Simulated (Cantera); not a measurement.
Cantera run, input and output.

```python
import numpy as np
import cantera as ct

gas = ct.Solution("gri30.yaml")
gas.TPX = 1548, 120000, {'CH4': 1, 'O2': 1.67, 'N2': 6.27}
reactor = ct.IdealGasReactor(gas, energy="on", clone=False)
net = ct.ReactorNet([reactor])
net.rtol, net.atol = 1e-08, 1e-16
show = ['CH4', 'O2', 'C2H6', 'NO', 'H2O', 'CH3']
times = np.geomspace(6e-06, 5, 14)

steps = ct.SolutionArray(gas, extra=["t"])
rows = []
print(f"{'t/s':>10s}{'T/K':>9s}{'P/Pa':>11s}" + "".join(f"{s:>11s}" for s in show))
for t in times:
    while net.time < t:
        t_next = net.step()
        steps.append(gas.state, t=t_next)
    rows.append([np.interp(t, steps.t, y) for y in (steps.T, steps.P, *steps(*show).X.T)])
    print(f"{t:10.3e}{rows[-1][0]:9.1f}{rows[-1][1]:11.4g}" + "".join(f"{x:11.3e}" for x in rows[-1][2:]))
rate = np.gradient(steps.T, steps.t)
print("integrator steps:", len(steps.t))
if steps.T.max() > steps.T[0] + 200:
    print(f"time of steepest temperature rise: {steps.t[rate.argmax()]:.4e} s")
gas.TPX = 1548, 120000, {'CH4': 1, 'O2': 1.67, 'N2': 6.27}
gas.equilibrate("UV")
print(f"equilibrium (UV): T = {gas.T:.1f} K  " + "  ".join(f"{s} {gas[s].X[0]:.3e}" for s in show))
```

It prints:

```
       t/s      T/K       P/Pa        CH4         O2       C2H6         NO        H2O        CH3
 6.000e-06   1548.0    1.2e+05  1.119e-01  1.868e-01  2.751e-10  1.584e-15  4.523e-07  2.765e-06
 1.712e-05   1548.0    1.2e+05  1.118e-01  1.868e-01  7.889e-09  6.532e-15  2.251e-06  8.958e-06
 4.887e-05   1547.9    1.2e+05  1.118e-01  1.868e-01  2.874e-07  3.737e-14  1.575e-05  3.379e-05
 1.395e-04   1548.2    1.2e+05  1.116e-01  1.867e-01  1.453e-05  3.562e-13  1.518e-04  1.479e-04
 3.981e-04   1560.7   1.21e+05  1.085e-01  1.848e-01  4.674e-04  6.046e-12  2.230e-03  5.180e-04
 1.136e-03   2965.2  2.484e+05  8.977e-14  9.987e-03  1.163e-26  8.214e-03  1.491e-01  6.639e-13
 3.242e-03   2963.6  2.483e+05  9.112e-14  9.805e-03  1.193e-26  8.953e-03  1.491e-01  6.697e-13
 9.253e-03   2963.6  2.483e+05  9.112e-14  9.805e-03  1.193e-26  8.953e-03  1.491e-01  6.697e-13
 2.641e-02   2963.6  2.483e+05  9.112e-14  9.805e-03  1.193e-26  8.953e-03  1.491e-01  6.697e-13
 7.537e-02   2963.6  2.483e+05  9.112e-14  9.805e-03  1.193e-26  8.953e-03  1.491e-01  6.697e-13
 2.151e-01   2963.6  2.483e+05  9.112e-14  9.805e-03  1.193e-26  8.953e-03  1.491e-01  6.697e-13
 6.139e-01   2963.6  2.483e+05  9.112e-14  9.805e-03  1.193e-26  8.953e-03  1.491e-01  6.697e-13
 1.752e+00   2963.6  2.483e+05  9.112e-14  9.805e-03  1.193e-26  8.953e-03  1.491e-01  6.697e-13
 5.000e+00   2963.6  2.483e+05  9.112e-14  9.805e-03  1.193e-26  8.953e-03  1.491e-01  6.697e-13
integrator steps: 1814
time of steepest temperature rise: 6.4877e-04 s
equilibrium (UV): T = 2963.6 K  CH4 1.148e-13  O2 9.805e-03  C2H6 1.839e-26  NO 8.953e-03  H2O 1.491e-01  CH3 8.436e-13
```

Model: GRI-Mech 3.0 (53 species, 325 reactions), integrated in Cantera.
